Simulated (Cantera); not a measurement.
Input: 1 mol MgCO3, a varied amount of H2, held at 727 °C and 1 atm.

These are equilibrium values from Cantera (NASA tables, ideal gas, pure condensed phases), not measurements of a reactor. Candidate condensed phases: C, C6H6, C7H8, C8H18, H2O, Mg, MgCO3, MgO, Mg(OH)2; 116 gas species. The numbers say what is thermodynamically allowed, not how fast it happens.

x: gas mole fraction; n: condensed amount in mol.

```
n(H2) (mol)   x CO2     x H2   x H2O    x CO     x CH4  n MgO(s)
-----------  ------  -------  ------  ------  --------  --------
0.043         0.920  0.00236  0.0389  0.0389  5.08e-10      1.00
0.072         0.872  0.00613  0.0610  0.0610   8.94e-9      1.00
0.12          0.801   0.0152  0.0920  0.0920   1.35e-7      1.00
0.2           0.702   0.0353   0.131   0.131   1.70e-6      1.00
0.33          0.578   0.0746   0.173   0.173   1.61e-5      1.00
0.55          0.436    0.145   0.210   0.210  0.000118      1.00
0.92          0.295    0.251   0.228   0.226  0.000609      1.00
1.5               ?        ?   0.221   0.217         ?      1.00
2.5          0.0994    0.517   0.194   0.184   0.00508      1.00
4.2               ?        ?       ?       ?         ?      1.00
7            0.0214    0.752   0.120  0.0939    0.0129      1.00
```

Question: Some entries are withheld; supply them.

Answer: 
- 1.5, x CO2: 0.183
- 1.5, x H2: 0.377
- 1.5, x CH4: 0.00204
- 4.2, x CO2: 0.0482
- 4.2, x H2: 0.647
- 4.2, x H2O: 0.157
- 4.2, x CO: 0.138
- 4.2, x CH4: 0.00926
